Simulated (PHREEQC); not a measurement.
Consider water at 25 °C with 0.08 mol/kgw LiCl, 0.034 mol/kgw MnCl2 and 0.0007 mol/kgw MgCl2. Closed to the air; pH follows from the charge balance.

Model: ion-association model, phreeqc.dat, run in PHREEQC.

```tsv
quantity	before	after
pH	6.28	5.56
ionic strength (mol/kgw)	0.172	0.318
Cl- (mol/kgw)	0.143	0.216
MgOH+ (mol/kgw)	2.21e-9	3.87e-10
```

### Question
What was changed between the two runs?
(A) temperature from 25 to 65 °C
(B) LiCl replaced by FeCl2 at the same molality
(C) MgCl2 from 0.0007 to 0.007 mol/kgw
(D) MnCl2 replaced by ZnCl2 at the same molality
(E) temperature from 25 to 85 °C

### Answer
B, LiCl replaced by FeCl2 at the same molality

Precipitation was switched off in this run.
